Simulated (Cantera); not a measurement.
Input: 1 mol TiCl4, 7.1 mol O2, equilibrated at 2123 K and 13300 Pa.

Cantera equilibrium calculation (NASA polynomials, part measured and part estimated; ideal gas, pure solids and liquids). Candidate condensed phases: Ti, TiCl2, TiCl3, TiCl4, TiO, TiO2, Ti2O3, Ti3O5, Ti4O7; 15 gas species. The numbers say what is thermodynamically allowed, not how fast it happens.

Base state: O2 0.609, Cl 0.372, Cl2 0.0139, O 0.00348, ClO 0.00146, TiOCl2 0.000134, TiO2 1.34e-5, TiCl4 1.11e-5 (mole fractions); condensed: TiO2(rutile).

Q: What changes in the equilibrium state with this change: TiCl4 replaced by Ti(OiPr)4?

A: 
| species | before | after |
|---|---|---|
| CO | 0 | 0.430 |
| H2 | 0 | 0.394 |
| H2O | 0 | 0.140 |
| O2 | 0.609 | 4.55e-7 |
| Cl | 0.372 | 0 |
| CO2 | 0 | 0.0304 |
| Cl2 | 0.0139 | 0 |
| TiO2 | 1.34e-5 | 9.43e-6 |
| H | 0 | 0.00616 |
| ClO | 0.00146 | 0 |
| OH | 0 | 0.000271 |
| TiOCl2 | 0.000134 | 0 |
| TiO2(rutile), mol | 0.998 | 0 |
| Ti4O7(l), mol | 0 | 0.250 |
The feed counts by its element totals alone. Condensed phases not in the tables: Magnéli phases beyond Ti4O7. Further candidate phases: C, C6H6, C7H8, C8H18, H2O, TiC.
